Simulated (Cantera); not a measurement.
Cantera run, input and output.

```python
import numpy as np
import cantera as ct

gas = ct.Solution("gri30.yaml")
gas.TPX = 1175, 101325, {'N2O': 1}
reactor = ct.IdealGasConstPressureReactor(gas, energy="off", clone=False)
net = ct.ReactorNet([reactor])
net.rtol, net.atol = 1e-08, 1e-18
show = ['N2O', 'O', 'NO', 'NO2', 'O2', 'N2']
times = np.geomspace(0.0002, 100, 10)

steps = ct.SolutionArray(gas, extra=["t"])
rows = []
print(f"{'t/s':>10s}{'T/K':>9s}{'P/Pa':>11s}" + "".join(f"{s:>11s}" for s in show))
for t in times:
    while net.time < t:
        t_next = net.step()
        steps.append(gas.state, t=t_next)
    rows.append([np.interp(t, steps.t, y) for y in (steps.T, steps.P, *steps(*show).X.T)])
    print(f"{t:10.3e}{rows[-1][0]:9.1f}{rows[-1][1]:11.4g}" + "".join(f"{x:11.3e}" for x in rows[-1][2:]))
rate = np.gradient(steps.T, steps.t)
print("integrator steps:", len(steps.t))
if steps.T.max() > steps.T[0] + 200:
    print(f"time of steepest temperature rise: {steps.t[rate.argmax()]:.4e} s")
gas.TPX = 1175, 101325, {'N2O': 1}
gas.equilibrate("TP")
print(f"equilibrium (TP): T = {gas.T:.1f} K  " + "  ".join(f"{s} {gas[s].X[0]:.3e}" for s in show))
```

Output:

```
       t/s      T/K       P/Pa        N2O          O         NO        NO2         O2         N2
 2.000e-04   1175.0  1.013e+05  9.999e-01  1.157e-06  6.665e-06  3.982e-10  3.175e-05  6.799e-05
 8.595e-04   1175.0  1.013e+05  9.995e-01  1.157e-06  2.936e-05  7.655e-09  1.399e-04  2.956e-04
 3.694e-03   1175.0  1.013e+05  9.980e-01  1.157e-06  1.266e-04  1.358e-07  6.038e-04  1.272e-03
 1.587e-02   1175.0  1.013e+05  9.914e-01  1.155e-06  5.405e-04  2.055e-06  2.585e-03  5.445e-03
 6.822e-02   1175.0  1.013e+05  9.639e-01  1.142e-06  2.258e-03  1.953e-05  1.088e-02  2.291e-02
 2.932e-01   1175.0  1.013e+05  8.581e-01  1.085e-06  8.753e-03  9.751e-05  4.284e-02  9.020e-02
 1.260e+00   1175.0  1.013e+05  5.555e-01  8.788e-07  2.608e-02  3.078e-04  1.349e-01  2.832e-01
 5.415e+00   1175.0  1.013e+05  1.492e-01  3.914e-07  4.326e-02  5.268e-04  2.615e-01  5.455e-01
 2.327e+01   1175.0  1.013e+05  3.930e-03  2.122e-08  4.409e-02  7.489e-04  3.094e-01  6.419e-01
 1.000e+02   1175.0  1.013e+05  4.767e-07  8.140e-09  4.373e-02  1.020e-03  3.106e-01  6.446e-01
integrator steps: 1116
equilibrium (TP): T = 1175.0 K  N2O 1.235e-08  O 8.429e-09  NO 1.875e-04  NO2 4.527e-06  O2 3.332e-01  N2 6.666e-01
```

Cantera simulation using GRI-Mech 3.0 (53 species, 325 reactions); the numbers are that mechanism's predictions, not measurements. GRI-Mech 3.0 was tuned for natural gas; its chemistry of N2O as a main component is partial and can be far from experiment. The mechanism lacks the step 2 NO + O2 → 2 NO2, which can matter for NO2 below about 1400 K. The temperature is held fixed by assumption; the heat of reaction is taken as removed at once.
